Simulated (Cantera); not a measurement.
Charge: 1 mol Cu₂O, 0.84 mol H₂, 39 mol N₂, held at 20.0 Pa.

Method: chemical equilibrium by Gibbs-energy minimisation in Cantera with the NASA 1993 tables (ideal gas, pure condensed phases). Candidate condensed phases: Cu, CuO, Cu(OH)₂, Cu₂O, H₂O; 27 gas species. Equilibrium is a limit: real reactors are often held back by kinetics, nucleation or transport. All values below are at 1898 K.

Base state: N₂ 0.926, Cu 0.0475, H₂O 0.0152, H 0.00284, O₂ 0.00271, H₂ 0.00265, OH 0.00134, O 0.00108 (mole fractions); condensed: gas only.

Q: What changes in the equilibrium state with this change: H₂ from 0.84 to 820 mol?

A: 
```json
[
 {"species": "H₂", "before": "0.00265", "after": "0.900"},
 {"species": "H", "before": "0.00284", "after": "0.0524"},
 {"species": "N₂", "before": "0.926", "after": "0.0441"},
 {"species": "Cu", "before": "0.0475", "after": "0.00226"},
 {"species": "H₂O", "before": "0.0152", "after": "0.00113"},
 {"species": "O₂", "before": "0.00271", "after": "<1e-9"},
 {"species": "NO", "before": "0.000702", "after": "3.33e-8"},
 {"species": "O", "before": "0.00108", "after": "2.35e-7"},
 {"species": "OH", "before": "0.00134", "after": "5.36e-6"}
]
```
